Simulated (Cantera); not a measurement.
What does this Cantera script print?

```python
import numpy as np
import cantera as ct

gas_names = """
    AL ALCL ALCL2 ALCL3 ALH ALO ALOCL ALOH ALO2 ALO2H AL2 AL2CL6 AL2O AL2O2 CL CLO CL2 H HALO HCL HOCL
    HO2 H2 H2O H2O2 O OH O2 O3
""".split()
cond_names = """
    AL(cr) AL(L) ALCL3(s) ALCL3(L) AL2O3(a) AL2O3(L) H2O(s) H2O(L)
""".split()


def load(file, names, dense=False):
    # The tables refer to 1 bar. Condensed volumes are neglected.
    table = {s.name: s for s in ct.Species.list_from_file(file)}
    out = []
    for n in names:
        d = dict(table[n].input_data)
        d["thermo"] = dict(d["thermo"], **{"reference-pressure": 1e5})
        if dense:
            d["equation-of-state"] = {"model": "constant-volume", "density": "1e6 g/cm^3"}
        out.append(ct.Species.from_dict(d))
    return out


gas = ct.Solution(thermo="ideal-gas", species=load("nasa_gas.yaml", gas_names))
cond = {s.name: ct.Solution(thermo="fixed-stoichiometry", species=[s], name=s.name)
        for s in load("nasa_condensed.yaml", cond_names, dense=True)}
atoms = {
    'Al2O3': {'AL': 2, 'O': 3},
    'HCl': {'H': 1, 'CL': 1},
    'H2': {'H': 2},
}
top_T = {}  # K; cautious upper limits of use, not melting points


def equilibrate(T, P, feed):
    n = {}
    for name, mol in feed.items():
        for a, k in atoms[name].items():
            n[a] = n.get(a, 0.0) + k * mol
    gas.TPX = T, P, n
    mass = sum(n.values()) * gas.mean_molecular_weight
    gas.equilibrate("TP")
    valid = [c for c in cond.values() if c.min_temp <= T <= top_T.get(c.name, c.max_temp)]
    mix = ct.Mixture([(gas, mass / gas.mean_molecular_weight)] + [(c, 0.0) for c in valid])
    mix.T, mix.P = T, P
    mix.equilibrate("TP", solver="vcs", rtol=1e-11, max_steps=5000)
    return mix


results = []
feed = {'Al2O3': 1, 'HCl': 3.5, 'H2': 0.29}  # mol
T = 1923  # K
P = 170  # Pa
mix = equilibrate(T, P, feed)
results.append((T, P, feed, dict(zip(mix.species_names, mix.species_moles))))
x = sorted(zip(gas.X, gas.species_names), reverse=True)
print(f"T = {T:g} K  P = {P:g} Pa  gas = {mix.phase_moles(0):.4g} mol")
print("   x: " + "  ".join(f"{s} {v:.3e}" for v, s in x if v > 0.001))
print("   condensed (mol): " + ("  ".join(f"{mix.phase(i).name} {mix.phase_moles(i):.4g}"
      for i in range(1, mix.n_phases) if mix.phase_moles(i) > 1e-12) or "none"))
```

Output:

```
T = 1923 K  P = 170 Pa  gas = 3.897 mol
   x: HCL 8.421e-01  H2 9.268e-02  CL 4.755e-02  H 6.956e-03  H2O 6.287e-03  ALCL3 1.567e-03  ALCL 1.560e-03  ALCL2 1.033e-03
   condensed (mol): AL2O3(a) 0.9915
```

Method: chemical equilibrium by Gibbs-energy minimisation in Cantera with the NASA 1993 tables (ideal gas, pure condensed phases). The tables' values for AlCl2 are old estimates; treat these amounts as uncertain.
